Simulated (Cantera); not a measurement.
**Ignition delay**

Mixture: CO : H₂ : O₂ : N₂ = 1 : 0.45 : 1.32 : 4.96 (molar parts), equivalence ratio 0.55, at 0.987 atm, adiabatic and at constant pressure. Ignition delay is the time to a rise of 400 K.

Model: GRI-Mech 3.0 (53 species, 325 reactions), integrated in Cantera. Where the delays flatten at high temperature, the 400 K rule measures the pace of heat release, not the induction time.

| T0 (K) | delay (ms) |
|---|---|
| 1248 | 0.0772 |
| 1323 | 0.0650 |
| 1398 | 0.0585 |
| 1473 | 0.0556 |
| 1548 | 0.0552 |
| 1623 | 0.0569 |
